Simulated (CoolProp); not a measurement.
A Linde-Hampson liquefier for normal hydrogen: isothermal reversible compression at 250 K from 1 atm to 25 MPa, throttling to 1 atm, return gas leaving the recuperator 5 K below the feed. Each further row changes one setting.

The numbers come from the reference Helmholtz-energy equation of state, Leachman 2009 in CoolProp.

| case | compression work (kJ/kg of gas) |
|---|---|
| as stated | 5850 |
| high pressure 50 MPa | 6760 |
| warm-end temperature 280 K | 6540 |
| warm-end gap 10 K | 5850 |
